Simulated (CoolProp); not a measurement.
Vapour-liquid equilibrium of R114 (1) + n-heptane (2) at 142 kPa; x and y are mole fractions of (1).

The numbers come from the multi-fluid Helmholtz-energy mixture model, Platzer 1990 and Span 2003; pair parameters Bell 2016 in CoolProp. This equation is an older, rougher fit; its heat capacities, sound speeds and derivatives of the liquid may be far off and weren't checked against measurements.

Question: Give the bubble temperature and the first vapour's composition at x = 0.05, 0.35, 0.8. Is there an azeotrope?

Answer: x = 0.05: 88.3 °C, y = 0.484; x = 0.35: 35.2 °C, y = 0.947; x = 0.8: 18.1 °C, y = 0.989. No azeotrope shows between x = 0.05 and 0.95.

The pair parameters rest on a limited set of measurements; away from them the model extrapolates.
